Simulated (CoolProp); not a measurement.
Model: reference Helmholtz-energy equation of state, Gao 2020, in CoolProp.

### Question
For ammonia, give the phase and the Prandtl number at 430.9 K and 1.94 bar; 430.9 K and 3.67 bar; 430.9 K and 25 bar.

### Answer
- 430.9 K and 1.94 bar: gas; Prandtl number 0.850
- 430.9 K and 3.67 bar: gas; Prandtl number 0.855
- 430.9 K and 25 bar: gas; Prandtl number 0.914

Viscosity comes from a separate model (Fenghour 1995). Thermal conductivity comes from a separate model (Tufeu 1984).
